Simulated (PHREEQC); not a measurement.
# Phosphoric acid bath

Consider water at 25 °C with 0.038 mol/kgw KH2PO4, 0.002 mol/kgw HNO3 and 1.1e-06 mol/kgw H4SiO4. Closed to the air; pH follows from the charge balance.

Equilibrium calculation in PHREEQC: ion-association model, phreeqc.dat.

| Quantity | Result |
|---|---|
| pH | 3.45 |
| ionic strength | 0.0384 mol/kgw |
| specific conductance | 3740 µS/cm |
| total alkalinity | -2.00 meq/kg |

```tsv
species	molality	activity	log γ
K+	0.0380	0.0315	-0.081
H2PO4-	0.0364	0.0307	-0.074
NO3-	0.00200	0.00165	-0.084
H3PO4	0.00160	0.00161	0.004
H+	0.000413	0.000357	-0.063
HPO4-2	1.07e-5	5.33e-6	-0.303
H4SiO4	1.10e-6	1.11e-6	0.004
KHPO4-	3.89e-7	3.28e-7	-0.074
```

Precipitation was switched off in this run.
